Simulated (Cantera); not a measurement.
Input (Python, Cantera) and output of one run.

```python
import numpy as np
import cantera as ct

gas_names = """
    Ca CaO Ca2 N NO NO2 NO3 N2 N2O O O2 O3
""".split()
cond_names = """
    Ca(a) Ca(b) Ca(L) CaO(s) CaO(L)
""".split()


def load(file, names, dense=False):
    # The tables refer to 1 bar. Condensed volumes are neglected.
    table = {s.name: s for s in ct.Species.list_from_file(file)}
    out = []
    for n in names:
        d = dict(table[n].input_data)
        d["thermo"] = dict(d["thermo"], **{"reference-pressure": 1e5})
        if dense:
            d["equation-of-state"] = {"model": "constant-volume", "density": "1e6 g/cm^3"}
        out.append(ct.Species.from_dict(d))
    return out


gas = ct.Solution(thermo="ideal-gas", species=load("nasa_gas.yaml", gas_names))
cond = {s.name: ct.Solution(thermo="fixed-stoichiometry", species=[s], name=s.name)
        for s in load("nasa_condensed.yaml", cond_names, dense=True)}
atoms = {
    'CaO': {'Ca': 1, 'O': 1},
    'O2': {'O': 2},
    'N2': {'N': 2},
}
top_T = {}  # K; cautious upper limits of use, not melting points


def equilibrate(T, P, feed):
    n = {}
    for name, mol in feed.items():
        for a, k in atoms[name].items():
            n[a] = n.get(a, 0.0) + k * mol
    gas.TPX = T, P, n
    mass = sum(n.values()) * gas.mean_molecular_weight
    gas.equilibrate("TP")
    valid = [c for c in cond.values() if c.min_temp <= T <= top_T.get(c.name, c.max_temp)]
    mix = ct.Mixture([(gas, mass / gas.mean_molecular_weight)] + [(c, 0.0) for c in valid])
    mix.T, mix.P = T, P
    mix.equilibrate("TP", solver="vcs", rtol=1e-11, max_steps=5000)
    return mix


results = []
feed = {'CaO': 1, 'O2': 0.57, 'N2': 1}  # mol
T = 1775  # K
P = 1333.22  # Pa
mix = equilibrate(T, P, feed)
results.append((T, P, feed, dict(zip(mix.species_names, mix.species_moles))))
print(gas.report(threshold=1e-05))
for i in range(1, mix.n_phases):
    print(f"{mix.phase(i).name:16s} {mix.phase_moles(i):12.5e} mol")
```

It prints:

```
       temperature   1775 K
          pressure   1333.2 Pa
           density   0.0026607 kg/m^3
  mean mol. weight   29.453 kg/kmol
   phase of matter   gas

                          1 kg             1 kmol
                     ---------------   ---------------
          enthalpy        1.6819e+06        4.9536e+07  J
   internal energy        1.1808e+06        3.4778e+07  J
           entropy             10029        2.9537e+05  J/K
    Gibbs function       -1.6119e+07       -4.7475e+08  J
 heat capacity c_p            1227.7             36159  J/K
 heat capacity c_v            945.39             27845  J/K

                      mass frac. Y      mole frac. X     chem. pot. / RT
                     ---------------   ---------------   ---------------
                NO         0.0045675         0.0044833           -32.501
                N2           0.60354           0.63454           -31.318
                 O         0.0002704        0.00049779           -16.842
                O2           0.39162           0.36047           -33.684
     [   +8 minor]        2.8586e-06        1.8313e-06

Ca(L)             0.00000e+00 mol
CaO(s)            1.00000e+00 mol
```

Method: chemical equilibrium by Gibbs-energy minimisation in Cantera with the NASA 1993 tables (ideal gas, pure condensed phases).
